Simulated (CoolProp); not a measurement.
Properties of tetrahydrofuran along the isobar 9 MPa (Tc = 267.0 °C, pc = 5.304 MPa, ω = 0.234).

Model: reference Helmholtz-energy equation of state, Fiedler 2023, in CoolProp.

```
T (°C)   phase  cp (kJ/(kg K))  speed of sound (m/s)  Joule-Thomson coefficient (K/MPa)
------  ------  --------------  --------------------  ---------------------------------
-84.55  liquid           1.476                  1828                            -0.5437
-61.35  liquid           1.493                  1725                            -0.5321
-38.05  liquid           1.532                  1618                            -0.5112
-14.85  liquid           1.587                  1508                            -0.4834
8.45    liquid           1.656                  1399                            -0.4508
31.65   liquid           1.735                  1292                            -0.4150
54.95   liquid           1.822                  1188                            -0.3762
78.25   liquid           1.913                  1088                            -0.3346
101.45  liquid           2.008                 993.4                            -0.2890
124.75  liquid           2.107                 901.4                            -0.2371
147.95  liquid           2.210                 812.3                            -0.1757
171.25  liquid           2.319                 724.1                           -0.09773
194.45  liquid           2.439                 636.2                           0.007633
217.75  liquid           2.582                 545.8                             0.1654
240.95  liquid           2.768                 451.5                             0.4306
264.25  liquid           3.067                 349.9                             0.9704
```
